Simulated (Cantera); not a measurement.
Input: 1 mol B, 1 mol H₂O, 4.9 mol H₂, held at 1073 K and 0.0120 bar.

Cantera equilibrium calculation (NASA polynomials, part measured and part estimated; ideal gas, pure solids and liquids). Candidate condensed phases: B, B₂O₃, B₃O₃H₃, H₂O; 23 gas species. Mutual solubility and eutectic melting of coexisting phases are not modelled. Kinetics and transport are ignored.

Base state: H₂ 0.999, B₃O₃H₃ 0.000707, HBO 4.60e-5 (mole fractions); condensed: B(s) + B₂O₃(l).

Task: What changes in the equilibrium state with this change: B replaced by Fe₃O₄?

Result: 
| species | before | after |
|---|---|---|
| H₂ | 0.999 | 0.661 |
| H₂O | 8.04e-8 | 0.339 |
| B₃O₃H₃ | 0.000707 | 0 |
| HBO | 4.60e-5 | 0 |
| B(s), mol | 0.329 | 0 |
| B₂O₃(l), mol | 0.329 | 0 |
| FeO(s), mol | 0 | 3.00 |
The tables' stoichiometric FeO is somewhat more stable than real wüstite, so its field is too wide. FeO: taken at fixed stoichiometry. Further candidate phases: Fe, FeO, Fe(OH)₂, Fe(OH)₃, Fe₂O₃, Fe₃O₄.
